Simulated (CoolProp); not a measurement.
C2F6 (R116) at 337.88 K and 6.29 MPa flows at 0.3 m/s in a round tube of 12.7 mm bore and 1.5 µm roughness, fully developed (64/Re and Nu = 3.66 if laminar; Colebrook and Gnielinski if turbulent). Each further row changes one setting.

The numbers come from the reference Helmholtz-energy equation of state, Lemmon 2006 in CoolProp. It is a short technical equation, of lower accuracy than the large ones.

| case | Reynolds number | Darcy friction factor | pressure drop (Pa/m) | heat-transfer coefficient (W/(m² K)) | mass flow (kg/h) |
|---|---|---|---|---|---|
| as stated | 60400 | 0.0205 | [?] | 510 | [?] |
| velocity 0.6 m/s | 121000 | 0.0180 | 149 | [?] | [?] |
| diameter 25.4 mm | 121000 | 0.0177 | 18.3 | [?] | [?] |

**Question.** What belongs in the gaps?

**Answer.** 
- as stated, pressure drop (Pa/m): 42.6
- as stated, mass flow (kg/h): 80.2
- velocity 0.6 m/s, heat-transfer coefficient (W/(m² K)): 917
- velocity 0.6 m/s, mass flow (kg/h): 160
- diameter 25.4 mm, heat-transfer coefficient (W/(m² K)): 451
- diameter 25.4 mm, mass flow (kg/h): 321

Viscosity comes from a separate model (Huber 2003), an estimate that may be off by 10 % or more. Thermal conductivity comes from a separate model (Huber 2003), an estimate that may be off by 10 % or more.
